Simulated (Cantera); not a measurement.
Charge: 1 mol Si, 1.8 mol SF₆, 8.5 mol F₂, at 39.0 Pa.

These are equilibrium values from Cantera (NASA tables, ideal gas, pure condensed phases), not measurements of a reactor. Candidate condensed phases: S, Si; 21 gas species. The tables' values for SF₅ are old estimates; treat these amounts as uncertain. Equilibrium is a limit: real reactors are often held back by kinetics, nucleation or transport.

At 1248 K, list the 5 most abundant gas species with their mole fractions, and the condensed phases.

F 0.824, SF₆ 0.109, SiF₄ 0.0628, SF₄ 0.00415, F₂ 0.000528. Condensed: gas only.
